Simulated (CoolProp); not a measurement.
Vapour-liquid equilibrium of CH2F2 (R32) (1) + dimethyl ether (2) at 2.65 bar; x and y are mole fractions of (1).

The numbers come from the multi-fluid Helmholtz-energy mixture model, Tillner-Roth 1997 and Wu 2011; pair parameters Bell 2016 in CoolProp.

```
x     bubble temperature (°C)  y at the bubble point  dew temperature at overall composition x (°C)  liquid density (mol/L)
----  -----------------------  ---------------------  ---------------------------------------------  ----------------------
0.05                     -2.5                  0.121                                           -1.1                   15.48
0.2                      -9.3                  0.415                                           -4.2                   16.35
0.35                    -15.2                  0.619                                           -7.6                   17.28
0.5                     -20.0                  0.758                                          -11.6                   18.26
0.65                    -24.0                  0.853                                          -16.2                   19.30
0.8                     -27.2                  0.924                                          -21.7                   20.44
0.95                    -29.9                  0.982                                          -28.4                   21.71
```

No azeotrope shows between x = 0.05 and 0.95.

Pair parameters are fitted to limited data, so mixtures are less certain than the pure fluids. The gap from Raoult's law changes sign with composition, which may be real or a fault of the pair parameters; it wasn't checked against measurements.
